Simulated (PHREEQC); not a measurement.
Solution (15 °C): 12 mmol/kgw Al2(SO4)3, 2.8 mmol/kgw NiCl2, 0.2 mmol/kgw H2SO4 and 21 mmol/kgw NaCl. Closed to the air; pH follows from the charge balance.

All values are PHREEQC results (ion-association model, wateq4f.dat), not measurements.

Problem. The ionic strength comes out as 0.0849 mol/kgw. What activity coefficients do SO4-2, Al+3, Al(SO4)2-, H+, HSO4- get?

Solution. SO4-2 0.40, Al+3 0.20, Al(SO4)2- 0.79, H+ 0.83, HSO4- 0.79.

Precipitation was switched off in this run. Species that the database lacks are ignored.
